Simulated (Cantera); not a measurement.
## Diamond growth

A diamond (100) surface in a fixed gas of H2 with x(CH4) = 0.0041, x(H) = 0.0011, at 1223 K, 113 Torr; coverages are run to steady state.

Model: the Harris–Goodwin 1993 mechanism for the reconstructed diamond (100) surface, integrated in Cantera.

```json
[
 {"x(CH3)": "1e-06", "growth (µm/h)": "0.0297", "θ c6HH": "0.451", "θ c6H*": "0.0396", "θ c6*H": "0.485", "θ c6**": "0.0251", "θ c6HM": "2.70e-5"},
 {"x(CH3)": "2.2e-06", "growth (µm/h)": "0.0654", "θ c6HH": "0.451", "θ c6H*": "0.0396", "θ c6*H": "0.485", "θ c6**": "0.0250", "θ c6HM": "5.94e-5"},
 {"x(CH3)": "5e-06", "growth (µm/h)": "0.149", "θ c6HH": "0.451", "θ c6H*": "0.0396", "θ c6*H": "0.484", "θ c6**": "0.0250", "θ c6HM": "0.000135"},
 {"x(CH3)": "1.1e-05", "growth (µm/h)": "0.327", "θ c6HH": "0.451", "θ c6H*": "0.0396", "θ c6*H": "0.484", "θ c6**": "0.0250", "θ c6HM": "0.000297"},
 {"x(CH3)": "2.5e-05", "growth (µm/h)": "0.741", "θ c6HH": "0.450", "θ c6H*": "0.0395", "θ c6*H": "0.484", "θ c6**": "0.0249", "θ c6HM": "0.000674"},
 {"x(CH3)": "5.7e-05", "growth (µm/h)": "1.68", "θ c6HH": "0.450", "θ c6H*": "0.0395", "θ c6*H": "0.483", "θ c6**": "0.0247", "θ c6HM": "0.00153"},
 {"x(CH3)": "0.00013", "growth (µm/h)": "3.79", "θ c6HH": "0.448", "θ c6H*": "0.0393", "θ c6*H": "0.481", "θ c6**": "0.0244", "θ c6HM": "0.00346"},
 {"x(CH3)": "0.00029", "growth (µm/h)": "8.27", "θ c6HH": "0.445", "θ c6H*": "0.0390", "θ c6*H": "0.477", "θ c6**": "0.0235", "θ c6HM": "0.00760"},
 {"x(CH3)": "0.00065", "growth (µm/h)": "17.7", "θ c6HH": "0.438", "θ c6H*": "0.0383", "θ c6*H": "0.469", "θ c6**": "0.0219", "θ c6HM": "0.0164"}
]
```
θ: site fractions in the mechanism's names (c6HH fully hydrogenated, c6H* and c6*H radical sites, c6** diradical, c6HM methylated).
